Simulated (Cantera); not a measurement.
A Cantera script and its output.

```python
import numpy as np
import cantera as ct

surf = ct.Interface("ptcombust.yaml", "Pt_surf")
gas = surf.adjacent["gas"]
gas.TPX = 300, 2700, {'H2': 0.014, 'O2': 0.18, 'N2': 0.79}
jet = ct.ImpingingJet(gas=gas, width=0.053, surface=surf)
jet.inlet.mdot, jet.inlet.T, jet.inlet.X = 0.04, 300, {'H2': 0.014, 'O2': 0.18, 'N2': 0.79}
jet.set_refine_criteria(ratio=10, slope=0.2, curve=0.3)
show, cover = ['H2', 'O2', 'H2O', 'OH'], ["PT(S)", "H(S)", "O(S)", "OH(S)", "CO(S)", "C(S)"]

rows = []
print(f"{'Ts/K':>7s}" + "".join(f"{s:>11s}" for s in show + cover) + "   (gas at the wall, coverages)")
for i, Ts in enumerate([700, 750, 800, 850, 900, 950, 1000]):
    jet.surface.T = Ts
    if i == 0:
        surf.TP = Ts, 2700
        surf.coverages = "PT(S):0.5, O(S):0.5"
        surf.advance_coverages(1.0)
        jet.set_initial_guess(products="inlet")
    jet.solve(loglevel=0, auto=(i == 0))
    rows.append([*(jet.X[gas.species_index(s), -1] for s in show), *surf[cover].coverages])
    print(f"{Ts:7g}" + "".join(f"{x:11.3e}" for x in rows[-1]))
```

Result:

```
   Ts/K         H2         O2        H2O         OH      PT(S)       H(S)       O(S)      OH(S)      CO(S)       C(S)   (gas at the wall, coverages)
    700  3.533e-03  1.716e-01  2.053e-02  1.856e-10  5.135e-02  1.137e-09  9.476e-01  1.049e-03 -2.382e-21 -7.099e-32
    750  2.672e-03  1.707e-01  2.206e-02  1.096e-09  7.623e-02  3.112e-09  9.228e-01  9.405e-04  2.226e-17  4.021e-30
    800  1.899e-03  1.700e-01  2.341e-02  4.832e-09  1.190e-01  9.275e-09  8.801e-01  8.846e-04  6.775e-19  1.376e-28
    850  1.392e-03  1.695e-01  2.427e-02  1.747e-08  1.751e-01  2.467e-08  8.241e-01  8.185e-04  8.982e-18  1.347e-26
    900  1.076e-03  1.692e-01  2.476e-02  5.494e-08  2.393e-01  5.689e-08  7.600e-01  7.391e-04  1.897e-16  2.104e-27
    950  8.762e-04  1.690e-01  2.503e-02  1.523e-07  3.077e-01  1.164e-07  6.917e-01  6.555e-04  4.304e-18  1.378e-26
   1000  7.434e-04  1.689e-01  2.519e-02  3.797e-07  3.775e-01  2.167e-07  6.220e-01  5.743e-04  5.376e-16  5.510e-26
```

Detailed kinetics in Cantera: Deutschmann's 1995 Pt surface mechanism with GRI-Mech 3.0 gas chemistry. Catalytic surfaces can have several steady states; this one follows from the mechanism file's or the stated starting coverage.
